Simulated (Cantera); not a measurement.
A perfectly stirred reactor is fed with H2 : O2 : N2 = 0.73 : 1 : 1.6 (molar parts), at 32000 Pa; it is held at 973 K, and followed from long to short residence time.

Detailed kinetics in Cantera: GRI-Mech 3.0 (53 species, 325 reactions). The temperature is held fixed by assumption; the heat of reaction is taken as removed at once.

Problem. What does this change do: temperature 973 to 1025 K?

Solution. 
```json
[
 {"quantity": "x(H2) at τ = 18.0 s", "before": "0.00207", "after": "0.000422"},
 {"quantity": "x(O2) at τ = 18.0 s", "before": "0.215", "after": "0.214"},
 {"quantity": "x(OH) at τ = 18.0 s", "before": "1.33e-6", "after": "6.15e-6"},
 {"quantity": "x(HO2) at τ = 18.0 s", "before": "2.16e-5", "after": "1.04e-5"},
 {"quantity": "x(H2O) at τ = 18.0 s", "before": "0.244", "after": "0.246"},
 {"quantity": "x(H2) at τ = 61.0 ms", "before": "0.0222", "after": "0.00680"},
 {"quantity": "x(O2) at τ = 61.0 ms", "before": "0.223", "after": "0.217"},
 {"quantity": "x(OH) at τ = 61.0 ms", "before": "3.26e-5", "after": "0.000103"},
 {"quantity": "x(HO2) at τ = 61.0 ms", "before": "0.000107", "after": "7.03e-5"},
 {"quantity": "x(H2O) at τ = 61.0 ms", "before": "0.221", "after": "0.238"}
]
```

Problem. What does this change do: H2 0.73 to 0.082 parts?

Solution. 
```tsv
quantity	before	after
x(H2) at τ = 18.0 s	0.00207	7.59e-5
x(O2) at τ = 18.0 s	0.215	0.363
x(OH) at τ = 18.0 s	1.33e-6	4.52e-6
x(HO2) at τ = 18.0 s	2.16e-5	1.62e-6
x(H2O) at τ = 18.0 s	0.244	0.0310
x(H2) at τ = 61.0 ms	0.0222	0.00181
x(O2) at τ = 61.0 ms	0.223	0.364
x(OH) at τ = 61.0 ms	3.26e-5	4.77e-5
x(HO2) at τ = 61.0 ms	0.000107	2.05e-5
x(H2O) at τ = 61.0 ms	0.221	0.0292
```

Problem. What does this change do: temperature 973 to 1073 K?

Solution. 
```
quantity                 before     after
---------------------  --------  --------
x(H2) at τ = 18.0 s     0.00207   8.75e-5
x(O2) at τ = 18.0 s       0.215     0.214
x(OH) at τ = 18.0 s     1.33e-6   2.80e-5
x(HO2) at τ = 18.0 s    2.16e-5   3.10e-6
x(H2O) at τ = 18.0 s      0.244     0.246
x(H2) at τ = 61.0 ms     0.0222   0.00328
x(O2) at τ = 61.0 ms      0.223     0.215
x(OH) at τ = 61.0 ms    3.26e-5  0.000203
x(HO2) at τ = 61.0 ms  0.000107   5.07e-5
x(H2O) at τ = 61.0 ms     0.221     0.242
```
